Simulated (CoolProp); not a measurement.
Vapour-liquid equilibrium of CHF3 (R23) (1) + R22 (2) at 0.38 MPa; x and y are mole fractions of (1).

Computed with CoolProp (multi-fluid Helmholtz-energy mixture model, Penoncello 2003 and Kamei 1995; pair parameters Bell 2016).

| x | bubble temperature (K) | y at the bubble point | dew temperature at overall composition x (K) | liquid density (mol/L) |
|---|---|---|---|---|
| 0.05 | 258.8 | 0.224 | 263.8 | 15.44 |
| 0.15 | 248.8 | 0.511 | [?] | 15.97 |
| 0.25 | [?] | 0.672 | 258.0 | 16.43 |
| 0.35 | 235.8 | 0.770 | 254.8 | 16.83 |
| 0.45 | 231.6 | 0.834 | 251.2 | 17.21 |
| 0.55 | 228.1 | [?] | 247.1 | 17.56 |
| 0.65 | 225.3 | 0.913 | 242.5 | [?] |
| 0.75 | 222.9 | 0.941 | 237.1 | [?] |
| 0.85 | [?] | 0.965 | 230.4 | 18.58 |
| 0.95 | 218.6 | 0.989 | 222.1 | [?] |

Task: Some entries are withheld; supply them.

Result: 
- 0.15, dew temperature at overall composition x (K): 261.0
- 0.25, bubble temperature (K): 241.4
- 0.55, y at the bubble point: 0.879
- 0.65, liquid density (mol/L): 17.90
- 0.75, liquid density (mol/L): 18.24
- 0.85, bubble temperature (K): 220.7
- 0.95, liquid density (mol/L): 18.94

No azeotrope shows between x = 0.05 and 0.95.

The pair parameters rest on a limited set of measurements; away from them the model extrapolates.
